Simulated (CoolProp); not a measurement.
Vapour-liquid equilibrium of CHF3 (R23) (1) + isopentane (2) at -15.25 °C; x and y are mole fractions of (1).

Model: multi-fluid Helmholtz-energy mixture model, Penoncello 2003 and Lemmon 2006; pair parameters Bell 2016, in CoolProp.

### Question
Give the bubble pressure and the first vapour's composition at x = 0.35, 0.8, 0.95. Is there an azeotrope?

### Answer
x = 0.35: 12.29 bar, y = 0.982; x = 0.8: 13.63 bar, y = 0.985; x = 0.95: 15.26 bar, y = 0.994. No azeotrope shows between x = 0.05 and 0.95.

Pair parameters are fitted to limited data, so mixtures are less certain than the pure fluids. The gap from Raoult's law changes sign with composition, which may be real or a fault of the pair parameters; it wasn't checked against measurements. With so large a gap from Raoult's law the liquid may split in two, which this calculation doesn't test in full.
